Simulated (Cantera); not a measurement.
A perfectly stirred reactor is fed with 7.12 % CH₄, 19.5 % O₂, 73.4 % N₂, at 0.450 bar; it is adiabatic with a 473 K inlet, and is followed from long to short residence time, starting on the burning branch (τ in s: 0.054, 0.02, 0.0078, 0.0029, 0.0011, 0.00042, 0.00016, 6.1e-05, 2.3e-05, 8.7e-06).

Detailed kinetics in Cantera: GRI-Mech 3.0 (53 species, 325 reactions).

**Question.** Predict: blow-out, bracketed by the residence times tried; x(CH₄) at τ = 54.0 ms; x(O₂) at τ = 54.0 ms; x(OH) at τ = 54.0 ms; x(H₂O₂) at τ = 54.0 ms; x(NO) at τ = 54.0 ms; x(CH₄) at τ = 0.420 ms; x(O₂) at τ = 0.420 ms; x(OH) at τ = 0.420 ms; x(H₂O₂) at τ = 0.420 ms; x(NO) at τ = 0.420 ms.

**Answer.** 
* **blow-out, bracketed by the residence times tried**: burning at 0.160 ms, out at 61.0 µs
* **x(CH₄) at τ = 54.0 ms**: 1.11e-5
* **x(O₂) at τ = 54.0 ms**: 0.0529
* **x(OH) at τ = 54.0 ms**: 0.00397
* **x(H₂O₂) at τ = 54.0 ms**: 6.30e-8
* **x(NO) at τ = 54.0 ms**: 0.000131
* **x(CH₄) at τ = 0.420 ms**: 0.000510
* **x(O₂) at τ = 0.420 ms**: 0.0633
* **x(OH) at τ = 0.420 ms**: 0.00692
* **x(H₂O₂) at τ = 0.420 ms**: 4.06e-7
* **x(NO) at τ = 0.420 ms**: 1.14e-5
